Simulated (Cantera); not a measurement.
Mixture: 28.9 % H₂, 10.3 % O₂, 60.7 % N₂, at 7500 Torr, adiabatic and at constant volume. Ignition delay is the time to a rise of 400 K.

Model: GRI-Mech 3.0 (53 species, 325 reactions), integrated in Cantera. The hydrogen kinetics of GRI-Mech 3.0 are dated; newer H2 mechanisms differ, most at raised pressure. Where the delays flatten at high temperature, the 400 K rule measures the pace of heat release, not the induction time.

**Question.** Predict: delay at 1150 K; delay at 1300 K; delay at 1450 K; delay at 1600 K; delay at 1750 K.

**Answer.** delay at 1150 K: 0.269 ms
delay at 1300 K: 6.40 µs
delay at 1450 K: 2.30 µs
delay at 1600 K: 1.33 µs
delay at 1750 K: 0.920 µs
